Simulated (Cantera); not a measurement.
Cantera run:

```python
import numpy as np
import cantera as ct

gas_names = [...]  # 95 gases of nasa_gas.yaml made of C, F, H
cond_names = """
    C(gr) C6H6(L) C7H8(L) C8H18(L),n-octa
""".split()


# ... load() reads the species with a 1 bar reference pressure and builds the phases ...
atoms = {
    'CHF3': {'C': 1, 'H': 1, 'F': 3},
    'F2': {'F': 2},
}
top_T = {'C(gr)': 4500}  # K; cautious upper limits of use, not melting points


# ... equilibrate(T, P, feed) seeds the gas with the atoms and calls Mixture.equilibrate('TP', solver="vcs", rtol=1e-11, max_steps=5000) ...
results = []
feed = {'CHF3': 1, 'F2': 0.14}  # mol
T = 3375  # K
P = 200  # Pa
mix = equilibrate(T, P, feed)
results.append((T, P, feed, dict(zip(mix.species_names, mix.species_moles))))
x = sorted(zip(gas.X, gas.species_names), reverse=True)
print(f"T = {T:g} K  P = {P:g} Pa  gas = {mix.phase_moles(0):.4g} mol")
print("   x: " + "  ".join(f"{s} {v:.3e}" for v, s in x if v > 0.001))
print("   condensed (mol): " + ("  ".join(f"{mix.phase(i).name} {mix.phase_moles(i):.4g}"
      for i in range(1, mix.n_phases) if mix.phase_moles(i) > 1e-12) or "none"))
```

Output:

```
T = 3375 K  P = 200 Pa  gas = 4.534 mol
   x: F 6.206e-01  H 1.406e-01  C 9.753e-02  HF 7.941e-02  CF 2.308e-02  C3 2.280e-02  C2 1.539e-02
   condensed (mol): none
```

These are equilibrium values from Cantera (NASA tables, ideal gas, pure condensed phases), not measurements of a reactor.
